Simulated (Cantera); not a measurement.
Thermodynamics of aluminium nitride and oxide growth, feed AlCl3 + HCl + N2

Charge: 1 mol AlCl3, 2.9 mol HCl, a varied amount of N2, held at 1825 °C and 100000 Pa.

Method: chemical equilibrium by Gibbs-energy minimisation in Cantera with the NASA 1993 tables (ideal gas, pure condensed phases). Candidate condensed phases: Al, AlCl3, AlN, NH4Cl; 20 gas species. The tables' values for AlCl2 are old estimates; treat these amounts as uncertain. Equilibrium is a limit: real reactors are often held back by kinetics, nucleation or transport.

```json
[
 {"n(N2) (mol)": "7.3", "x N2": "0.647", "x HCl": "0.251", "x AlCl3": "0.0844", "x Cl": "0.0104", "x AlCl2": "0.00391", "x H2": "0.00298", "x AlCl": "0.000291", "x H": "0.000168"},
 {"n(N2) (mol)": "9.7", "x N2": "0.708", "x HCl": "0.207", "x AlCl3": "0.0691", "x Cl": "0.00928", "x AlCl2": "0.00359", "x H2": "0.00254", "x AlCl": "0.000301", "x H": "0.000155"},
 {"n(N2) (mol)": "13", "x N2": "0.765", "x HCl": "0.166", "x AlCl3": "0.0552", "x Cl": "0.00817", "x AlCl2": "0.00327", "x H2": "0.00213", "x AlCl": "0.000311", "x H": "0.000142"},
 {"n(N2) (mol)": "17", "x N2": "0.809", "x HCl": "0.134", "x AlCl3": "0.0443", "x Cl": "0.00721", "x AlCl2": "0.00297", "x H2": "0.00178", "x AlCl": "0.000319", "x H": "0.000130"},
 {"n(N2) (mol)": "23", "x N2": "0.851", "x HCl": "0.104", "x AlCl3": "0.0340", "x Cl": "0.00623", "x AlCl2": "0.00264", "x H2": "0.00144", "x AlCl": "0.000329", "x H": "0.000117"},
 {"n(N2) (mol)": "30", "x N2": "0.881", "x HCl": "0.0827", "x AlCl3": "0.0267", "x Cl": "0.00545", "x AlCl2": "0.00236", "x H2": "0.00118", "x AlCl": "0.000336", "x H": "0.000106"},
 {"n(N2) (mol)": "40", "x N2": "0.908", "x HCl": "0.0638", "x AlCl3": "0.0203", "x Cl": "0.00471", "x AlCl2": "0.00208", "x H2": "0.000945", "x AlCl": "0.000343", "x H": "9.47e-5"},
 {"n(N2) (mol)": "53", "x N2": "0.928", "x HCl": "0.0492", "x AlCl3": "0.0153", "x Cl": "0.00407", "x AlCl2": "0.00182", "x H2": "0.000751", "x AlCl": "0.000347", "x H": "8.44e-5"},
 {"n(N2) (mol)": "71", "x N2": "0.945", "x HCl": "0.0374", "x AlCl3": "0.0114", "x Cl": "0.00350", "x AlCl2": "0.00157", "x H2": "0.000587", "x AlCl": "0.000349", "x H": "7.46e-5"},
 {"n(N2) (mol)": "94", "x N2": "0.958", "x HCl": "0.0286", "x AlCl3": "0.00848", "x Cl": "0.00302", "x AlCl2": "0.00136", "x H2": "0.000459", "x AlCl": "0.000348", "x H": "6.60e-5"},
 {"n(N2) (mol)": "120", "x N2": "0.966", "x HCl": "0.0226", "x AlCl3": "0.00652", "x Cl": "0.00266", "x AlCl2": "0.00118", "x H2": "0.000369", "x AlCl": "0.000345", "x H": "5.92e-5"},
 {"n(N2) (mol)": "170", "x N2": "0.976", "x HCl": "0.0161", "x AlCl3": "0.00444", "x Cl": "0.00222", "x AlCl2": "0.000965", "x H2": "0.000269", "x AlCl": "0.000338", "x H": "5.05e-5"},
 {"n(N2) (mol)": "220", "x N2": "0.981", "x HCl": "0.0125", "x AlCl3": "0.00331", "x Cl": "0.00194", "x AlCl2": "0.000822", "x H2": "0.000212", "x AlCl": "0.000329", "x H": "4.48e-5"}
]
```
x: gas mole fraction; nothing condenses.

From 7.3 mol N2 to 220 mol N2 nothing is condensed. The main Al-bearing gas is AlCl3 throughout.
